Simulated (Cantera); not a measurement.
# Ignition delay

Mixture: 5.73 % CH₄, 19.8 % O₂, 74.5 % N₂, at 19.0 bar, adiabatic and at constant volume. Ignition delay is the time to a rise of 400 K.

Cantera simulation using GRI-Mech 3.0 (53 species, 325 reactions); the numbers are that mechanism's predictions, not measurements. The pressure lies above the range GRI-Mech 3.0 was tuned for (to about 10 atm).

| T0 (K) | delay (ms) |
|---|---|
| 1225 | 1.36 |
| 1325 | 0.444 |
| 1425 | 0.164 |
| 1525 | 0.0664 |
| 1625 | 0.0293 |
| 1725 | 0.0140 |
| 1825 | 0.00717 |
| 1925 | 0.00396 |
| 2025 | 0.00233 |

```
Quantity                                                 Value
--------------------------------------------------  ----------
apparent activation energy between 1825 and 2025 K  170 kJ/mol
```
